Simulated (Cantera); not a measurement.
Charge: 1 mol LiOH, 0.011 mol H₂, equilibrated at 1475 °C.

Cantera equilibrium calculation (NASA polynomials, part measured and part estimated; ideal gas, pure solids and liquids). Candidate condensed phases: H₂O, Li, LiH, LiOH, Li₂O; 17 gas species. The numbers say what is thermodynamically allowed, not how fast it happens.

Task: At 0.000100 bar, list the 5 most abundant gas species with their mole fractions, and the condensed phases.

Result: LiOH 0.676, Li 0.160, H₂O 0.103, O₂ 0.0347, Li₂O 0.0169. Condensed: gas only.
